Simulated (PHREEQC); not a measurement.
**Nickel, zinc or cadmium bath (model solution)**

Solution (65 °C): 0.0099 mol/kgw ZnSO4, 4.2e-05 mol/kgw KCl and 0.081 mol/kgw MnSO4. Closed to the air; pH follows from the charge balance.

Computed with PHREEQC (ion-association model, wateq4f.dat).

Each row changes one thing in this solution. Precipitation was switched off in this run.

```csv
case,pH,ionic strength (mol/kgw),MnSO4 (mol/kgw),SO4-2 (mol/kgw),Mn+2 (mol/kgw),ZnSO4 (mol/kgw),SI of Zincite(c) (ZnO),SI of Goslarite (ZnSO4:7H2O)
as made,5.58,0.162,0.0448,0.0393,0.0362,0.00458,-0.95,-3.14
temperature from 65 to 35 °C,5.91,0.187,0.0383,0.0454,0.0427,0.00433,-1.67,-2.87
MnSO4 from 0.081 to 0.0729 mol/kgw,5.57,0.149,0.0399,0.0362,0.0330,0.00457,-0.95,-3.15
MnSO4 from 0.081 to 0.0405 mol/kgw,5.50,0.0975,0.0209,0.0237,0.0196,0.00446,-1.00,-3.16
KCl left out,5.58,0.162,0.0448,0.0393,0.0362,0.00458,-0.95,-3.14
diluted 5-fold with water,5.65,0.0409,0.00711,0.0102,0.00909,0.000786,-1.20,-3.92
temperature from 65 to 80 °C,5.46,0.152,0.0473,0.0369,0.0337,0.00464,-0.59,-3.27
```

Complexes and solids missing from the database can't appear. Away from 25 °C the constants follow the database's enthalpies or fits; those with neither stay at their 25 °C values.
